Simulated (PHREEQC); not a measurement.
**Brine: speciation**

A solution holds 0.5 mol KCl, 0.35 mol BaCl2 and 3.5 mol NaCl per kg of water, at 20 °C. Closed to the air; pH follows from the charge balance.

Model: Pitzer model, pitzer.dat, run in PHREEQC.

This is a speciation only: nothing precipitates in the calculation.

### Question
What activity of water, osmotic coefficient, density does the model give?

### Answer
activity of water 0.838; osmotic coefficient 1.087; density 1.194 g/cm³.
